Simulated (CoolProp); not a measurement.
Properties of n-perfluorohexane along the isotherm 241.4 K.

The numbers come from the reference Helmholtz-energy equation of state, Gao 2022 in CoolProp.

| p (bar) | phase | Z | isothermal compressibility (1/MPa) |
|---|---|---|---|
| 0.275 | liquid | 0.002524 | 0.001543 |
| 0.404 | liquid | 0.003708 | 0.001542 |
| 0.593 | liquid | 0.005442 | 0.001542 |
| 0.871 | liquid | 0.007993 | 0.001541 |
| 1.28 | liquid | (withheld) | 0.001540 |
| 1.88 | liquid | (withheld) | 0.001539 |
| 2.75 | liquid | 0.02523 | (withheld) |
| 4.04 | liquid | (withheld) | 0.001534 |
| 5.93 | liquid | 0.05438 | (withheld) |
| 8.71 | liquid | (withheld) | 0.001523 |
| 12.8 | liquid | 0.1173 | 0.001513 |
| 18.8 | liquid | 0.1721 | 0.001500 |
| 27.5 | liquid | 0.2514 | 0.001481 |
| 40.4 | liquid | 0.3686 | 0.001453 |
| 59.3 | liquid | 0.5395 | 0.001415 |
| 87.1 | liquid | 0.7894 | 0.001364 |

Task: What belongs in the gaps?

Result: 
- 1.28, Z: 0.01175
- 1.88, Z: 0.01725
- 2.75, isothermal compressibility (1/MPa): 0.001537
- 4.04, Z: 0.03706
- 5.93, isothermal compressibility (1/MPa): 0.001529
- 8.71, Z: 0.07984
